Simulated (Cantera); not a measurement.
A perfectly stirred reactor is fed with C3H8 : H2 = 1 : 6.2 (molar parts), at 0.00168 atm; it is held at 1450 K, and followed from long to short residence time.

Model: GRI-Mech 3.0 (53 species, 325 reactions), integrated in Cantera. GRI-Mech 3.0 was tuned for natural gas; its chemistry of propane as a main component is partial and can be far from experiment. GRI-Mech 3.0 stops at C3 and has no aromatics, soot or wall deposition, so with more carbon than oxygen in the feed, carbon stays in small species such as C2H2 where larger ones or solid carbon would form. Radical loss at walls, strong at low pressure, is not modelled.

**Question.** What does this change do: H2 6.2 to 4.6 parts?

**Answer.** 
| quantity | before | after |
|---|---|---|
| x(C3H8) at τ = 1.60 s | 0.000368 | 0.000457 |
| x(H2) at τ = 1.60 s | 0.791 | 0.751 |
| x(CH2) at τ = 1.60 s | 7.06e-7 | 7.76e-7 |
| x(C2H6) at τ = 1.60 s | 6.21e-5 | 8.39e-5 |
| x(C2H4) at τ = 1.60 s | 0.00830 | 0.0103 |
| x(C3H8) at τ = 28.0 ms | 0.0127 | 0.0163 |
| x(H2) at τ = 28.0 ms | 0.767 | 0.714 |
| x(CH2) at τ = 28.0 ms | 2.94e-6 | 3.40e-6 |
| x(C2H6) at τ = 28.0 ms | 0.000485 | 0.000731 |
| x(C2H4) at τ = 28.0 ms | 0.0704 | 0.0876 |
